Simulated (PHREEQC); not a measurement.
A solution holds 0.0048 mol/kgw ZnSO4 and 0.00016 mol/kgw FeSO4, at 25 °C. It is in equilibrium with CO2 at log p = -3.4 (atm). Otherwise closed; pH follows from the charge balance.

All values are PHREEQC results (ion-association model, wateq4f.dat), not measurements.

| quantity | before | after |
|---|---|---|
| pH | 5.53 | 5.53 |
| SO4-2 (mol/kgw) | 0.00366 | 0.00371 |
| Fe+2 (mol/kgw) | 0.000128 | 0.000132 |
| FeSO4 (mol/kgw) | 3.24e-5 | 2.83e-5 |
| CO2 (mol/kgw) | 1.35e-5 | 1.81e-5 |
| SI of Siderite (FeCO3) | -3.69 | -3.78 |
| SI of Melanterite (FeSO4:7H2O) | -4.53 | -4.38 |

Problem. What was changed between the two runs?
(A) ZnSO4 replaced by MgSO4 at the same molality
(B) ZnSO4 from 0.0048 to 0.0096 mol/kgw
(C) diluted 10-fold with water
(D) 0.0089 mol/kgw H3PO4 added
(E) temperature from 25 to 15 °C

Solution. E, temperature from 25 to 15 °C

This is a speciation only: nothing precipitates in the calculation.
